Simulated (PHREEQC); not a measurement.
Synthetic water in mg/kgw, 77 °C, pH 6.49, pe 1.9:

| constituent | mg/kgw |
|---|---|
| Na | 0.0294 |
| K | 0.0363 |
| Ca | 0.0504 |
| Mg | 0.018 |
| Cl | 0.056 |
| S(6) as SO4 | 0.128 |
| Alkalinity as HCO3 | 0.112 |
| Li | 0.000825 |
| N(-3) as NH4 | 0.000328 |
| Ba | 0.00134 |

Na is adjusted to close the charge balance.
Valence states are taken as typed.

Computed with PHREEQC (ion-association model, phreeqc.dat).

```
Property                 Result
--------------  ---------------
ionic strength  9.74e-6 mol/kgw
```

```csv
species,molality,activity,log γ
Cl-,1.58e-6,1.57e-6,-0.002
HCO3-,1.46e-6,1.45e-6,-0.002
SO4-2,1.33e-6,1.31e-6,-0.007
Ca+2,1.26e-6,1.24e-6,-0.007
CO2,1.00e-6,1.00e-6,0.000
Na+,9.99e-7,9.95e-7,-0.002
K+,9.28e-7,9.25e-7,-0.002
```

This is a speciation only: nothing precipitates in the calculation. Away from 25 °C the constants follow the database's enthalpies or fits; those with neither stay at their 25 °C values.
